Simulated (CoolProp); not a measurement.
Properties of 1-butene at several states.

Computed with CoolProp (reference Helmholtz-energy equation of state, Lemmon 2005). It is a short technical equation, of lower accuracy than the large ones.

```csv
T (K),p (MPa),phase,cv (kJ/(kg K)),isothermal compressibility (1/MPa)
508.4,4.2,supercritical,___,___
374.3,3.15,liquid,___,0.01315
300.3,0.0877,gas,___,11.68
```

Task: Some entries are withheld; supply them.

Result: 
- 508.4, cv (kJ/(kg K)): 2.243
- 508.4, isothermal compressibility (1/MPa): 0.3034
- 374.3, cv (kJ/(kg K)): 1.837
- 300.3, cv (kJ/(kg K)): 1.395
